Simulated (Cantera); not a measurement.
Predominance diagram of Li at 1327 °C against the partial pressures of O2 and Cl2 (log10, bar). Source: NASA polynomial tables (part measured, part estimated), evaluated in Cantera. Candidates: Li(l), LiCl(l), Li2O(s). Only these pure phases compete in this equilibrium. Not in the tables: the peroxide.

```
log p(Cl2) \ log p(O2)
        columns: -10, -9.2, -8.4, -7.6, -6.9, -6.1, -5.3, -4.5, -3.7, -2.9, -2.1, -1.4, -0.6, 0.2, 1
      0  A A A A A A A A A A A A A A A
   -0.8  A A A A A A A A A A A A A A A
   -1.6  A A A A A A A A A A A A A A A
   -2.5  A A A A A A A A A A A A A A A
   -3.3  A A A A A A A A A A A A A A A
   -4.1  A A A A A A A A A A A A A A A
   -4.9  A A A A A A A A A A A A A A A
   -5.7  A A A A A A A A A A A A A A A
   -6.5  A A A A A A A A A A A A A A B
   -7.4  A A A A A A A A A A A A B B B
   -8.2  A A A A A A A A A A B B B B B
     -9  A A A A A A A A B B B B B B B
```

A: LiCl(l); B: Li2O(s).
